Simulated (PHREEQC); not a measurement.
# Polishing slurry liquid: speciation

Solution (25 °C): 0.018 mol H2SO4, 0.00059 mol Fe(NO3)3 and 1.1e-05 mol CO2 per kg of water. Closed to the air; pH follows from the charge balance.

Model: ion-association model, phreeqc.dat, run in PHREEQC.

No solid was allowed to form.

**Question.** What pH, ionic strength does the model give?

**Answer.** pH 1.65; ionic strength 0.0343 mol/kgw.

**Question.** In which forms is Fe present?

**Answer.** FeSO4+ 79 %, FeHSO4+2 8.0 %, Fe(SO4)2- 6.6 %, Fe+3 5.6 %, FeOH+2 0.9 % of the Fe.

The solution is supersaturated, for example in Hematite (slow to form), Goethite (slow to form), so a real one may precipitate; this is no full list. Complexes and solids missing from the database can't appear.
